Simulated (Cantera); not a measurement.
A freely propagating, adiabatic, planar premixed flame of CO : H₂ : CH₄ : O₂ : N₂ = 1 : 0.42 : 1.3 : 2.36 : 8.89 (molar parts), equivalence ratio 1.4, unburnt at 425 K and 9.87 atm; mixture-averaged transport, grid criteria slope 0.08 and curve 0.16, no radiation.

Detailed kinetics in Cantera: GRI-Mech 3.0 (53 species, 325 reactions). Burning velocities carry a grid error of a few per cent, more on coarse grids.

**Question.** What does this change do: inlet temperature 425 to 575 K?

**Answer.** 
```tsv
quantity	before	after
laminar burning velocity	19.6 cm/s	42.7 cm/s
thermal thickness	0.115 mm	0.0782 mm
peak x(C₂H₄)	0.00116	0.00114
peak x(CH₃)	0.00132	0.00191
peak x(CH₂)	1.80e-5	3.75e-5
```

**Question.** What does this change do: CH4 1.3 to 0.99 parts?

**Answer.** 
```csv
quantity,before,after
laminar burning velocity,19.6 cm/s,42.5 cm/s
thermal thickness,0.115 mm,0.0582 mm
peak x(C₂H₄),0.00116,0.000384
peak x(CH₃),0.00132,0.00137
peak x(CH₂),1.80e-5,3.20e-5
```
